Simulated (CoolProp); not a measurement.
Vapour-liquid equilibrium of R152A (1) + isobutene (2) at 0.204 bar; x and y are mole fractions of (1).

Values from CoolProp's multi-fluid Helmholtz-energy mixture model, Outcalt 1996 and Lemmon 2005; pair parameters Bell 2016.

| x | bubble temperature (K) | y at the bubble point | dew temperature at overall composition x (K) | liquid density (mol/L) |
|---|---|---|---|---|
| 0.05 | 226.5 | 0.268 | 230.5 | 12.07 |
| 0.125 | 222.4 | 0.458 | 229.2 | 12.36 |
| 0.2 | 220.2 | 0.551 | 227.8 | 12.64 |
| 0.275 | 218.9 | 0.604 | 226.4 | 12.91 |
| 0.35 | 218.1 | 0.638 | 224.8 | 13.18 |
| 0.425 | 217.6 | 0.662 | 223.2 | 13.47 |
| 0.5 | 217.3 | 0.683 | 221.4 | 13.76 |
| 0.575 | 217.1 | 0.702 | 219.6 | 14.08 |
| 0.65 | 216.9 | 0.723 | 217.9 | 14.42 |
| 0.725 | 216.8 | 0.749 | 216.9 | 14.77 |
| 0.8 | 216.8 | 0.784 | 216.8 | 15.15 |
| 0.875 | 217.0 | 0.836 | 217.2 | 15.55 |
| 0.95 | 217.5 | 0.918 | 217.7 | 15.97 |

y crosses x between x = 0.725 and 0.8: the model has an azeotrope there.

The pair parameters rest on a limited set of measurements; away from them the model extrapolates.
